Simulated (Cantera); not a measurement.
A Cantera script and its output.

```python
import numpy as np
import cantera as ct

gas = ct.Solution("gri30.yaml")
gas.TPX = 950, 1600, {'H2': 0.0061, 'O2': 1, 'N2': 0.58}
reactor = ct.IdealGasConstPressureReactor(gas, energy="off", clone=False)
net = ct.ReactorNet([reactor])
net.rtol, net.atol = 1e-08, 1e-18
show = ['H2', 'O2', 'OH', 'O', 'NO2', 'N2O', 'NO']
times = np.geomspace(0.001, 6, 9)

steps = ct.SolutionArray(gas, extra=["t"])
rows = []
print(f"{'t/s':>10s}{'T/K':>9s}{'P/Pa':>11s}" + "".join(f"{s:>11s}" for s in show))
for t in times:
    while net.time < t:
        t_next = net.step()
        steps.append(gas.state, t=t_next)
    rows.append([np.interp(t, steps.t, y) for y in (steps.T, steps.P, *steps(*show).X.T)])
    print(f"{t:10.3e}{rows[-1][0]:9.1f}{rows[-1][1]:11.4g}" + "".join(f"{x:11.3e}" for x in rows[-1][2:]))
rate = np.gradient(steps.T, steps.t)
print("integrator steps:", len(steps.t))
if steps.T.max() > steps.T[0] + 200:
    print(f"time of steepest temperature rise: {steps.t[rate.argmax()]:.4e} s")
gas.TPX = 950, 1600, {'H2': 0.0061, 'O2': 1, 'N2': 0.58}
gas.equilibrate("TP")
print(f"equilibrium (TP): T = {gas.T:.1f} K  " + "  ".join(f"{s} {gas[s].X[0]:.3e}" for s in show))
```

Output:

```
       t/s      T/K       P/Pa         H2         O2         OH          O        NO2        N2O         NO
 1.000e-03    950.0       1600  3.846e-03  6.305e-01  4.696e-12  5.816e-12  2.394e-34  5.155e-20  1.446e-25
 2.967e-03    950.0       1600  3.846e-03  6.305e-01  2.152e-11  3.473e-11  2.440e-32  4.552e-19  2.492e-24
 8.801e-03    950.0       1600  3.846e-03  6.305e-01  2.504e-10  4.932e-10  5.265e-30  1.096e-17  7.692e-23
 2.611e-02    950.0       1600  3.845e-03  6.305e-01  1.486e-07  2.998e-07  7.008e-24  7.652e-15  1.140e-18
 7.746e-02    950.0       1600  1.927e-04  6.285e-01  1.949e-04  1.432e-03  2.637e-13  3.769e-10  8.331e-10
 2.298e-01    950.0       1600  4.941e-06  6.294e-01  4.313e-05  4.068e-04  1.056e-12  1.356e-09  1.341e-09
 6.817e-01    950.0       1600  7.249e-07  6.297e-01  1.802e-05  7.708e-05  2.544e-12  1.980e-09  1.376e-09
 2.022e+00    950.0       1600  9.652e-08  6.298e-01  6.950e-06  1.127e-05  5.489e-12  2.271e-09  1.379e-09
 6.000e+00    950.0       1600  1.174e-08  6.298e-01  2.688e-06  1.627e-06  8.785e-12  2.392e-09  1.378e-09
integrator steps: 1188
equilibrium (TP): T = 950.0 K  H2 7.040e-13  O2 6.298e-01  OH 2.995e-08  O 2.007e-10  NO2 3.531e-07  N2O 1.558e-10  NO 2.083e-05
```

Model: GRI-Mech 3.0 (53 species, 325 reactions), integrated in Cantera. Radical loss at walls, strong at low pressure, is not modelled.
